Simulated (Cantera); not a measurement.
## Thermodynamics of metals in furnace atmospheres, feed Cu + NH₃ + H₂

A closed system holds: 1 mol Cu, 0.71 mol NH₃, 1.6 mol H₂, at 670 Pa.

Cantera equilibrium calculation (NASA polynomials, part measured and part estimated; ideal gas, pure solids and liquids). Candidate condensed phases: Cu; 11 gas species. Kinetics and transport are ignored.

```csv
T (K),x H₂,x N₂,x Cu,x H,x NH₃,x Cu₂,n Cu(s),n Cu(l)
648,0.882,0.118,<1e-12,<1e-12,3.67e-5,<1e-12,1.00,0
748,0.882,0.118,<1e-12,3.30e-12,9.95e-6,<1e-12,1.00,0
848,0.882,0.118,1.74e-12,2.18e-10,3.60e-6,<1e-12,1.00,0
948,0.882,0.118,2.58e-10,6.02e-9,1.59e-6,<1e-12,1.00,0
1048,0.882,0.118,1.46e-8,8.87e-8,8.18e-7,<1e-12,1.00,0
1148,0.882,0.118,4.06e-7,8.22e-7,4.69e-7,6.14e-12,1.000,0
1248,0.882,0.118,6.58e-6,5.36e-6,2.93e-7,3.18e-10,1.000,0
1348,0.882,0.118,6.99e-5,2.66e-5,1.96e-7,9.01e-9,1.000,0
1448,0.882,0.117,0.000495,0.000106,1.39e-7,1.37e-7,0,0.999
1548,0.880,0.117,0.00268,0.000353,1.02e-7,1.42e-6,0,0.992
1648,0.871,0.116,0.0118,0.00102,7.66e-8,1.10e-5,0,0.964
```
x: gas mole fraction; n: condensed amount in mol.

From 648 K to 1348 K the condensed part is Cu(s). From 1448 K to 1648 K the condensed part is Cu(l).
